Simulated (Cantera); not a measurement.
Input (Python, Cantera):

```python
import numpy as np
import cantera as ct

gas = ct.Solution("gri30.yaml")


def delay(T, t_max=10):
    gas.TPX = T, 101325, {'CH4': 0.68, 'O2': 2.6, 'N2': 9.77}
    reactor = ct.IdealGasConstPressureReactor(gas, clone=False)
    net = ct.ReactorNet([reactor])
    net.rtol, net.atol = 1e-8, 1e-16
    while net.time < t_max:
        t_old, T_old = net.time, reactor.T
        net.step()
        if reactor.T > T + 400:  # ignition: a rise of 400 K
            return t_old + (T + 400 - T_old) / (reactor.T - T_old) * (net.time - t_old)
    return np.nan


taus = []
for T in [1225, 1325, 1425, 1525, 1625, 1725, 1825, 1925, 2025]:
    taus.append(delay(T))
    print(f"T0 = {T:6g} K   tau = {taus[-1]:.4e} s")
```

Result:

```
T0 =   1225 K   tau = 2.2635e-02 s
T0 =   1325 K   tau = 6.1084e-03 s
T0 =   1425 K   tau = 1.9517e-03 s
T0 =   1525 K   tau = 7.4445e-04 s
T0 =   1625 K   tau = 3.3331e-04 s
T0 =   1725 K   tau = 1.6879e-04 s
T0 =   1825 K   tau = 9.3729e-05 s
T0 =   1925 K   tau = 5.5916e-05 s
T0 =   2025 K   tau = 3.5344e-05 s
```

Model: GRI-Mech 3.0 (53 species, 325 reactions), integrated in Cantera.
